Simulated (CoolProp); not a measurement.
A simple Rankine cycle with n-perfluoropentane: condensing at 299.15 K, boiler at 0.801 MPa, turbine inlet 499 K, turbine efficiency 0.8, pump efficiency 0.6, no recuperator. Each further row changes one setting.

Model: reference Helmholtz-energy equation of state, Gao 2022, in CoolProp.

```csv
case,thermal efficiency (%),net work (kJ/kg),heat in (kJ/kg),turbine exit temperature (K),volume ratio over the turbine
as stated,8.3,22.9,276,472.6,9.03
condensing temperature 291.15 K,9.2,26.2,284,469.2,12.3
boiler pressure 0.561 MPa,7.1,19.6,277,477.3,6.24
turbine efficiency 0.7,7.2,19.9,276,475.5,9.09
```
